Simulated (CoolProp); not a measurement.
Properties of nitrous oxide along the isotherm 311.5 K.

Values from CoolProp's reference Helmholtz-energy equation of state, Lemmon 2006. It is a short technical equation, of lower accuracy than the large ones.

| p (kPa) | phase | Z | speed of sound (m/s) | expansivity (1/kK) | fugacity coefficient |
|---|---|---|---|---|---|
| 34.4 | gas | 0.9984 | 273.0 | 3.227 | 0.9984 |
| 55.5 | gas | 0.9974 | 272.9 | 3.237 | 0.9974 |
| 89.7 | gas | 0.9958 | 272.6 | 3.254 | 0.9958 |
| 145 | gas | 0.9932 | 272.2 | 3.281 | 0.9932 |
| 234 | gas | 0.9890 | 271.5 | 3.325 | 0.9891 |
| 378 | gas | 0.9821 | 270.4 | 3.399 | 0.9824 |
| 611 | gas | 0.9709 | 268.6 | 3.526 | 0.9716 |
| 987 | gas | 0.9524 | 265.7 | 3.746 | 0.9542 |
| 1600 | gas | 0.9212 | 260.7 | 4.161 | 0.9261 |
| 2580 | gas | 0.8682 | 252.3 | 5.018 | 0.8817 |
| 4160 | gas | 0.7709 | 237.2 | 7.337 | 0.8109 |
| 6730 | gas | 0.5363 | 203.3 | 27.06 | 0.6941 |
| 10900 | supercritical | 0.2510 | 388.1 | 11.64 | 0.4915 |
